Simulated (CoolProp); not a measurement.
Saturation properties of n-pentane (Tc = 469.7 K, pc = 33.68 bar, ω = 0.251).

Model: reference Helmholtz-energy equation of state, Thol 2019, in CoolProp.

| T (K) | p (bar) | liquid density (kg/m³) | vapour density (kg/m³) | liquid cp (kJ/(kg K)) |
|---|---|---|---|---|
| 290 | 0.5001 | 629.2 | 1.537 | 2.280 |
| 302.3 | 0.7954 | 617.0 | 2.371 | 2.336 |
| 314.6 | 1.214 | 604.4 | 3.524 | 2.395 |
| 326.9 | 1.786 | 591.4 | 5.073 | 2.458 |
| 339.3 | 2.553 | 577.8 | 7.130 | 2.525 |
| 351.6 | 3.540 | 563.6 | 9.771 | 2.597 |
| 363.9 | 4.791 | 548.8 | 13.14 | 2.675 |
| 376.2 | 6.347 | 533.1 | 17.41 | 2.760 |
| 388.5 | 8.253 | 516.3 | 22.80 | 2.857 |

It boils at 309.2 K under 1 atm.
